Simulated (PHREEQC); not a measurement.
Synthetic water in mmol/kgw, 63 °C, pH 5.77, pe 1.1: Na 0.00926; K 0.000316; Ca 0.00331; Mg 0.00156; Cl 0.00592; S(6) 0.00242; Alkalinity (meq/kgw) 0.00821; Fe(2) 6.2e-05; Li 2.27e-05; Mn(2) 0.000242.

Valence states are taken as typed.

All values are PHREEQC results (ion-association model, phreeqc.dat), not measurements.

```
quantity                       before     after
---------------------------  --------  --------
CO2 (mol/kgw)                 3.27e-5  0.000114
HCO3- (mol/kgw)               9.85e-6   3.44e-5
MgSO4 (mol/kgw)               1.99e-9   3.00e-8
CaSO4 (mol/kgw)               1.73e-9   2.61e-8
CaHCO3+ (mol/kgw)            5.45e-10   7.40e-9
SI of Rhodochrosite (MnCO3)     -4.76     -3.63
SI of Siderite (FeCO3)          -5.50     -4.37
```

**Question.** What was changed between the two runs?
A. Mg from 0.00156 to 0.00078 mmol/kgw
B. all concentrations times 4 at the same typed pH
C. temperature from 63 to 30 °C at the same typed pH

**Answer.** B, all concentrations times 4 at the same typed pH

Precipitation was switched off in this run. Constants without temperature data keep their 25 °C values here.
